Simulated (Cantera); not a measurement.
A closed system holds: 1 mol Fe₂O₃, 2.6 mol SO₃, 4.4 mol H₂O, held at 1223.15 K and 10.0 mbar.

Method: chemical equilibrium by Gibbs-energy minimisation in Cantera with the NASA 1993 tables (ideal gas, pure condensed phases). Candidate condensed phases: Fe, FeO, Fe(OH)₂, Fe(OH)₃, FeS, FeSO₄, FeS₂, Fe₂O₃, Fe₂(SO₄)₃, Fe₃O₄, H₂O, H₂SO₄, S; 22 gas species. Equilibrium is a limit: real reactors are often held back by kinetics, nucleation or transport.

Base state: H₂O 0.531, SO₂ 0.311, O₂ 0.156, SO₃ 0.00262, OH 2.75e-5 (mole fractions); condensed: Fe₂O₃(s).

Task: What changes in the equilibrium state with this change: temperature from 1223.15 K to 1700 K?

Result: 
```json
[
 {"species": "H₂O", "before": "0.531", "after": "0.518"},
 {"species": "SO₂", "before": "0.311", "after": "0.307"},
 {"species": "O₂", "before": "0.156", "after": "0.172"},
 {"species": "Fe(OH)₂", "before": "4.15e-9", "after": "1.41e-5"},
 {"species": "H", "before": "1.58e-9", "after": "2.33e-5"},
 {"species": "SO", "before": "1.15e-8", "after": "4.47e-5"},
 {"species": "Fe₂O₃(s), mol", "before": "1.00", "after": "0"},
 {"species": "Fe₃O₄(s), mol", "before": "0", "after": "0.667"}
]
```
